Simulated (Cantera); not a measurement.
Charge: 1 mol SiO2, 2.7 mol C, 2.5 mol N2, 9.6 mol CO, equilibrated at 2375 K.

Method: chemical equilibrium by Gibbs-energy minimisation in Cantera with the NASA 1993 tables (ideal gas, pure condensed phases). Candidate condensed phases: C, Si, SiC, SiO2, Si2N2O, Si3N4; 34 gas species. The numbers say what is thermodynamically allowed, not how fast it happens.

Problem. What share of the Si ends up in condensed phases as a function of P (Pa), at 10, 42, 180, 750, 3200, 13000, 56000, 240000, 1000000?

Solution. 
| P (Pa) | Si condensed (%) | as |
|---|---|---|
| 10 | 0.0 | - |
| 42 | 0.0 | - |
| 180 | 0.0 | - |
| 750 | 0.0 | - |
| 3200 | 58.6 | SiC(s) |
| 13000 | 73.3 | SiC(s) |
| 56000 | 76.9 | SiC(s) |
| 240000 | 77.8 | SiC(s) |
| 1000000 | 78.0 | SiC(s) |
